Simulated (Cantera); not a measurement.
Charge: 1 mol PbO, 0.039 mol O2, 1.7 mol N2, held at 10.0 mbar.

Method: chemical equilibrium by Gibbs-energy minimisation in Cantera with the NASA 1993 tables (ideal gas, pure condensed phases). Candidate condensed phases: Pb, PbO, PbO2, Pb3O4; 12 gas species. Gases not in the tables: (PbO)n polymers. Kinetics and transport are ignored.

Which condensed phases are stable at each of these points (T (°C)): 525, 575, 625, 675, 725, 775, 825, 875, 925, 975, 1025, 1075, 1125, 1175?


| T (°C) | condensed phases | Pb condensed (%) |
|---|---|---|
| 525 | PbO(yellow) | 100.0 |
| 575 | PbO(yellow) | 100.0 |
| 625 | PbO(yellow) | 100.0 |
| 675 | PbO(yellow) | 100.0 |
| 725 | PbO(yellow) | 100.0 |
| 775 | PbO(yellow) | 100.0 |
| 825 | PbO(yellow) | 99.9 |
| 875 | PbO(yellow) | 99.6 |
| 925 | PbO(l) | 98.8 |
| 975 | PbO(l) | 96.7 |
| 1025 | PbO(l) | 91.5 |
| 1075 | PbO(l) | 78.3 |
| 1125 | PbO(l) | 42.0 |
| 1175 | gas only | 0.0 |

From 525 °C to 875 °C the condensed part is PbO(yellow). From 925 °C to 1125 °C the condensed part is PbO(l). At 1175 °C nothing is condensed.
